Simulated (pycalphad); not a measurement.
Computed with pycalphad from the COST 507 light-alloy database (1999), at 1 atm. The data set is of 1999 and partly superseded. Kinetics are ignored, which matters at the lower temperatures.

Molar enthalpy of Zr-2.44Si (at.%) in equilibrium (SER reference):

```tsv
T (K)	H (kJ/mol)	phases
2800	105.36	LIQUID
2600	97.01	LIQUID
2400	88.65	LIQUID
2200	80.30	LIQUID
2100	76.12	LIQUID
2000	62.92	LIQUID + BCC_A2
1800	43.07	BCC_A2 + SIZR3
1700	39.84	BCC_A2 + SIZR3
1600	36.69	BCC_A2 + SIZR3
1400	30.62	BCC_A2 + SIZR3
1200	24.80	BCC_A2 + SIZR3
1000	14.73	HCP_A3 + SIZR3
800	8.37	HCP_A3 + SIZR3
600	2.37	HCP_A3 + SIZR3
```

Cooling from 2100 K to 1800 K, across the freezing range, releases 33.1 kJ/mol, or 369 J/g. The slope is 42 J/(mol K) in the liquid and 32 J/(mol K) just below the solidus, where it includes any heat of precipitation. Liquidus 2070 K, solidus 1814 K. Changes were sought between steps of 100 K, so a narrower field can be missed.

Database names, with the compositions (at.%) that they take in these runs: SIZR3: Zr 75 Si 25. BCC_A2 is bcc; HCP_A3 is hcp.
